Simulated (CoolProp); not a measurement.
Saturation properties of R123.

Model: reference Helmholtz-energy equation of state, Younglove 1994, in CoolProp. It is a modified Benedict-Webb-Rubin equation, recast in Helmholtz form.

```tsv
T (°C)	p (MPa)	enthalpy of vaporisation (kJ/kg)	liquid cp (kJ/(kg K))	surface tension (mN/m)
16.45	0.06580	174.9	1.009	16.2
33.85	0.1255	167.6	1.031	14.1
51.25	0.2207	159.9	1.054	12.1
68.65	0.3638	151.5	1.080	10.2
86.05	0.5679	142.2	1.111	8.33
103.55	0.8497	131.8	1.153	6.52
120.95	1.222	119.8	1.211	4.82
138.35	1.704	105.5	1.305	3.22
```

It boils at 27.8 °C under 1 atm.

Surface tension comes from a separate correlation (Mulero 2012).
